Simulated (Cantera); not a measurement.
Gas mixture: 28.9 % NO, 42.2 % O2, 28.9 % CO2, at 1.30 bar, frozen composition.

Cantera's kinetic-theory transport with the Lennard-Jones parameters of GRI-Mech 3.0, ideal gas; thermal conductivity in the mixture-averaged form. The composition is frozen, though it would react at the higher temperatures.

One state of this run: ρ (kg/m³) = 0.287; cp (J/kg/K) = 1255; μ (µPa s) = 67.7; λ (mW/m/K) = 118; Pr = 0.720; D (cm²/s) NO = 3.29; D (cm²/s) CH3 = 3.84; D (cm²/s) O = 5.35. D: mixture-averaged diffusion coefficient of that species in the mixture.

Problem. Which value of T (K) does it belong to?
(A) 900
(B) 1150
(C) 650
(D) 1900

Solution. D, 1900
